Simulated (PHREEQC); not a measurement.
A solution holds 0.028 mol CuSO4 per kg of water, at 25 °C. Closed to the air; pH follows from the charge balance.

Computed with PHREEQC (ion-association model, wateq4f.dat).

```csv
quantity,before,after
pH,4.72,3.60
ionic strength (mol/kgw),0.0682,0.0686
SO4-2 (mol/kgw),0.0170,0.0169
Cu+2 (mol/kgw),0.0170,0.0171
CuSO4 (mol/kgw),0.0109,0.0109
Cu2(OH)2+2 (mol/kgw),1.67e-5,9.83e-8
SI of Tenorite (CuO),-0.30,-2.53
SI of Cu(OH)2 (Cu(OH)2),-1.32,-3.55
```

Question: Which change was made?
(A) CuSO4 from 0.028 to 0.0056 mol/kgw
(B) diluted 2-fold with water
(C) diluted 100-fold with water
(D) temperature from 25 to 20 °C
(E) 0.00051 mol/kgw HBr added

Answer: E, 0.00051 mol/kgw HBr added

This is a speciation only: nothing precipitates in the calculation. Some of these states are supersaturated (in Antlerite, Brochantite, for instance).
